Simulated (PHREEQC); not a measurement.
Make-up at 25 °C: 16 mmol/kgw AgNO3 and 140 mmol/kgw KBr. Closed to the air; pH follows from the charge balance.

Computed with PHREEQC (ion-association model, wateq4f.dat).

No solid was allowed to form.

Question: Estimate the pH.

Answer: pH 6.98.

Question: In which forms is Ag present?

Answer: AgBr3-2 81 %, AgBr2- 18 % of the Ag.

Examples of supersaturated solids here: Bromyrite. Others may be too.
